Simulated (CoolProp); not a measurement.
C3F8 (R218) at several states: fugacity coefficient from the reference equation and from simpler models built on Tc = 345.0 K, pc = 26.40 bar, ω = 0.317; each cubic takes its own stable root.

Computed with CoolProp (reference Helmholtz-energy equation of state, Lemmon 2006). It is a short technical equation, of lower accuracy than the large ones.

```
T (K)  p (bar)   phase  reference
-----  -------  ------  ---------
272.8      148  liquid    0.05387
139.3     74.6  liquid   6.048e-6
285.7     16.7  liquid     0.3306
260.6     4.56  liquid     0.5431
183.1     7.02  liquid   0.005703
```

How far does each simpler model (van der Waals, Redlich-Kwong, Soave-Redlich-Kwong, Peng-Robinson) lie from the reference over these 5 states: mean and median of the absolute difference, and the worst?


- van der Waals: mean 18178.3 %, median 204.6 %, worst +87896.0 % at 139.3 K and 74.6 bar
- Redlich-Kwong: mean 208.5 %, median 51.5 %, worst +670.8 % at 139.3 K and 74.6 bar
- Soave-Redlich-Kwong: mean 3.3 %, median 2.1 %, worst +7.4 % at 139.3 K and 74.6 bar
- Peng-Robinson: mean 6.8 %, median 5.0 %, worst +22.0 % at 139.3 K and 74.6 bar

At some of these states van der Waals gives the other phase, because its saturation line lies elsewhere.
